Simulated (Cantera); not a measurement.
An adiabatic, constant-volume homogeneous reactor starts with H2 : O2 : N2 = 1 : 0.385 : 1.45 (molar parts), equivalence ratio 1.3, at 1548 K and 10.0 bar. Integrator tolerance rtol = 1e-08.

Detailed kinetics in Cantera: GRI-Mech 3.0 (53 species, 325 reactions). The hydrogen kinetics of GRI-Mech 3.0 are dated; newer H2 mechanisms differ, most at raised pressure. Above 3000 K some thermodynamic fits are extrapolated.

```json
[
 {"quantity": "time of steepest temperature rise", "before": "1.21 µs", "after": "2.74 µs"},
 {"quantity": "temperature at 0.200 s", "before": "3274 K", "after": "3225 K"},
 {"quantity": "equilibrium temperature", "before": "3274 K", "after": "3225 K"},
 {"quantity": "x(H2) at 0.200 s", "before": "0.108 (gas-phase equilibrium 0.108)", "after": "0.105 (gas-phase equilibrium 0.105)"},
 {"quantity": "x(O2) at 0.200 s", "before": "0.00341 (gas-phase equilibrium 0.00341)", "after": "0.00263 (gas-phase equilibrium 0.00263)"},
 {"quantity": "x(N2O) at 0.200 s", "before": "1.49e-6 (gas-phase equilibrium 1.49e-6)", "after": "1.32e-6 (gas-phase equilibrium 1.32e-6)"},
 {"quantity": "x(H2O2) at 0.200 s", "before": "1.67e-6 (gas-phase equilibrium 1.67e-6)", "after": "1.50e-6 (gas-phase equilibrium 1.50e-6)"},
 {"quantity": "x(H) at 0.200 s", "before": "0.0259 (gas-phase equilibrium 0.0259)", "after": "0.0214 (gas-phase equilibrium 0.0214)"}
]
```

What was changed between the two runs?
A) initial temperature 1548 to 1373 K
B) constant pressure in place of constant volume
C) initial temperature 1548 to 1273 K
D) initial temperature 1548 to 1700 K

A, initial temperature 1548 to 1373 K
